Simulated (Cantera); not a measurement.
A freely propagating, adiabatic, planar premixed flame of H2 : O2 : N2 = 1 : 0.312 : 1.17 (molar parts), equivalence ratio 1.6, unburnt at 350 K and 825 Torr; multicomponent transport, grid criteria slope 0.08 and curve 0.16, no radiation.

Cantera simulation using the H2/O2 subset of GRI-Mech 3.0, which has no nitrogen chemistry; the numbers are that mechanism's predictions, not measurements. Burning velocities carry a grid error of a few per cent, more on coarse grids.

x: mole fraction of selected species; z is measured from the peak of heat release.

```
z (mm)   T (K)  u (m/s)   x H2      x O2     x H2O    x O      x H     x OH
-------  -----  -------  -----  --------  --------  -----  -------  -------
-0.923     350     3.85  0.403     0.126     <1e-8  <1e-8    <1e-8    <1e-8
-0.616     350     3.85  0.403     0.126     <1e-8  <1e-8    <1e-8    <1e-8
-0.462     350     3.85  0.403     0.126     <1e-8  <1e-8    <1e-8    <1e-8
-0.308     350     3.85  0.403     0.126   3.25e-7  <1e-8    <1e-8    <1e-8
-0.154     369     4.04  0.399     0.126  0.000357      …  5.74e-6  1.48e-5
-0.0770    662     7.05  0.366     0.120    0.0215      …  0.00428  0.00111
0         1112     11.4  0.280    0.0893    0.0934      …   0.0313  0.00177
0.0770    1427     14.5  0.186    0.0371     0.194      …   0.0640  0.00449
0.154     1582     15.9  0.147    0.0113     0.243      …   0.0747  0.00598
0.308     1719     17.2  0.140   0.00275     0.262      …   0.0678  0.00693
0.616     1849     18.3  0.147   0.00159     0.267      …   0.0531  0.00709
1.23      1970     19.4  0.154  0.000929     0.272      …   0.0386  0.00643
2.46      2070     20.2  0.159  0.000466     0.277      …   0.0263  0.00516
```

Question: Some entries are withheld; supply them.

Answer: 
- -0.154, x O: 1.82e-6
- -0.0770, x O: 0.000182
- 0, x O: 0.00231
- 0.0770, x O: 0.00483
- 0.154, x O: 0.00395
- 0.308, x O: 0.00276
- 0.616, x O: 0.00197
- 1.23, x O: 0.00119
- 2.46, x O: 0.000614
